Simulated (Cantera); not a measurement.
Cantera run:

```python
import numpy as np
import cantera as ct

gas_names = """
    H HNO HNO2 HNO3 HO2 H2 H2O H2O2 N NH NH2 NH3 NH2OH NO NO2 NO3 N2 N2H2 N2H4 N2O O OH O2 O3 Zr ZrN ZrO
    ZrO2
""".split()
cond_names = """
    H2O(s) H2O(L) Zr(a) Zr(b) Zr(L) ZrN(s) ZrN(L) ZrO2(a) ZrO2(b) ZrO2(L)
""".split()


def load(file, names, dense=False):
    # The tables refer to 1 bar. Condensed volumes are neglected.
    table = {s.name: s for s in ct.Species.list_from_file(file)}
    out = []
    for n in names:
        d = dict(table[n].input_data)
        d["thermo"] = dict(d["thermo"], **{"reference-pressure": 1e5})
        if dense:
            d["equation-of-state"] = {"model": "constant-volume", "density": "1e6 g/cm^3"}
        out.append(ct.Species.from_dict(d))
    return out


gas = ct.Solution(thermo="ideal-gas", species=load("nasa_gas.yaml", gas_names))
cond = {s.name: ct.Solution(thermo="fixed-stoichiometry", species=[s], name=s.name)
        for s in load("nasa_condensed.yaml", cond_names, dense=True)}
atoms = {
    'Zr': {'Zr': 1},
    'H2O': {'H': 2, 'O': 1},
    'H2': {'H': 2},
    'N2O': {'N': 2, 'O': 1},
}
top_T = {}  # K; cautious upper limits of use, not melting points


def equilibrate(T, P, feed):
    n = {}
    for name, mol in feed.items():
        for a, k in atoms[name].items():
            n[a] = n.get(a, 0.0) + k * mol
    gas.TPX = T, P, n
    mass = sum(n.values()) * gas.mean_molecular_weight
    gas.equilibrate("TP")
    valid = [c for c in cond.values() if c.min_temp <= T <= top_T.get(c.name, c.max_temp)]
    mix = ct.Mixture([(gas, mass / gas.mean_molecular_weight)] + [(c, 0.0) for c in valid])
    mix.T, mix.P = T, P
    mix.equilibrate("TP", solver="vcs", rtol=1e-11, max_steps=5000)
    return mix


results = []
feed = {'Zr': 1, 'H2O': 0.02, 'H2': 4.1, 'N2O': 1.9}  # mol
T = 2623  # K
P = 101325  # Pa
mix = equilibrate(T, P, feed)
results.append((T, P, feed, dict(zip(mix.species_names, mix.species_moles))))
print(gas.report(threshold=1e-06))
for i in range(1, mix.n_phases):
    print(f"{mix.phase(i).name:16s} {mix.phase_moles(i):12.5e} mol")
```

Result:

```
       temperature   2623 K
          pressure   1.0133e+05 Pa
           density   0.046457 kg/m^3
  mean mol. weight   9.9992 kg/kmol
   phase of matter   gas

                          1 kg             1 kmol
                     ---------------   ---------------
          enthalpy        8.2477e+06         8.247e+07  J
   internal energy        6.0666e+06        6.0661e+07  J
           entropy             22265        2.2263e+05  J/K
    Gibbs function       -5.0153e+07       -5.0149e+08  J
 heat capacity c_p            3580.1             35798  J/K
 heat capacity c_v            2748.6             27484  J/K

                      mass frac. Y      mole frac. X     chem. pot. / RT
                     ---------------   ---------------   ---------------
                 H         0.0034202          0.033928           -10.392
                H2           0.13257           0.65752           -20.784
               H2O         0.0010993        0.00061014           -47.206
               NH3           4.7e-06        2.7595e-06           -45.703
                N2           0.86264           0.30791           -29.054
                OH         1.269e-05        7.4613e-06           -36.814
               ZrO        0.00023236        2.1669e-05           -41.002
              ZrO2         2.407e-05        1.9532e-06           -67.423
     [  +20 minor]        4.3053e-06        2.1459e-06

Zr(L)             0.00000e+00 mol
ZrN(s)            4.18199e-02 mol
ZrO2(b)           9.58036e-01 mol
```

Method: chemical equilibrium by Gibbs-energy minimisation in Cantera with the NASA 1993 tables (ideal gas, pure condensed phases). Mutual solubility and eutectic melting of coexisting phases are not modelled. ZrN: taken at fixed stoichiometry. Condensed phases not in the tables: solid solutions among these carbides, nitrides and lower oxides.
